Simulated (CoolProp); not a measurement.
Vapour-liquid equilibrium of propane (1) + R236EA (2) at 62.65 °C; x and y are mole fractions of (1).

Model: multi-fluid Helmholtz-energy mixture model, Lemmon 2009 and Rui 2013; pair parameters Bell 2016, in CoolProp.

```json
[
 {"x": "0.05", "bubble pressure (bar)": "?", "y at the bubble point": "0.237", "dew pressure at overall composition x (bar)": "6.823", "liquid density (mol/L)": "8.532"},
 {"x": "0.2", "bubble pressure (bar)": "13.44", "y at the bubble point": "0.531", "dew pressure at overall composition x (bar)": "8.120", "liquid density (mol/L)": "8.557"},
 {"x": "0.35", "bubble pressure (bar)": "16.69", "y at the bubble point": "0.643", "dew pressure at overall composition x (bar)": "9.951", "liquid density (mol/L)": "?"},
 {"x": "0.5", "bubble pressure (bar)": "18.85", "y at the bubble point": "0.711", "dew pressure at overall composition x (bar)": "12.70", "liquid density (mol/L)": "8.582"},
 {"x": "0.65", "bubble pressure (bar)": "20.47", "y at the bubble point": "0.771", "dew pressure at overall composition x (bar)": "16.90", "liquid density (mol/L)": "?"},
 {"x": "0.8", "bubble pressure (bar)": "21.74", "y at the bubble point": "0.844", "dew pressure at overall composition x (bar)": "21.07", "liquid density (mol/L)": "8.890"},
 {"x": "0.95", "bubble pressure (bar)": "22.39", "y at the bubble point": "0.951", "dew pressure at overall composition x (bar)": "22.39", "liquid density (mol/L)": "9.354"}
]
```

What belongs in the gaps?


- 0.05, bubble pressure (bar): 8.516
- 0.35, liquid density (mol/L): 8.565
- 0.65, liquid density (mol/L): 8.661

No azeotrope shows between x = 0.05 and 0.95.

Pair parameters are fitted to limited data, so mixtures are less certain than the pure fluids.
